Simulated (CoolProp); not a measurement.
A Linde-Hampson liquefier for nitrogen: isothermal reversible compression at 280 K from 1 atm to 20 MPa, throttling to 1 atm, return gas leaving the recuperator 5 K below the feed. Each further row changes one setting.

Model: reference Helmholtz-energy equation of state, Span 2000, in CoolProp.

```csv
case,liquid yield per pass,compression work (kJ/kg of gas)
as stated,0.080,438
high pressure 40 MPa,0.102,503
warm-end temperature 310 K,0.056,488
warm-end gap 10 K,0.068,438
```
